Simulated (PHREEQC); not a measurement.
Dissolve 0.0071 mol/kgw MnSO4 at 25 °C. Closed to the air; pH follows from the charge balance.

Computed with PHREEQC (ion-association model, phreeqc.dat).

The pH is 6.57. The ionic strength is 0.0215 mol/kgw and the specific conductance comes out as 1170 µS/cm.

| species | molality | activity | log γ |
|---|---|---|---|
| Mn+2 | 0.00538 | 0.00315 | -0.232 |
| SO4-2 | 0.00538 | 0.00308 | -0.242 |
| MnSO4 | 0.00172 | 0.00173 | 0.002 |
| MnOH+ | 3.49e-7 | 3.04e-7 | -0.060 |
| H+ | 3.01e-7 | 2.67e-7 | -0.052 |
| HSO4- | 9.22e-8 | 7.99e-8 | -0.062 |
| OH- | 4.40e-8 | 3.79e-8 | -0.064 |

Precipitation was switched off in this run.
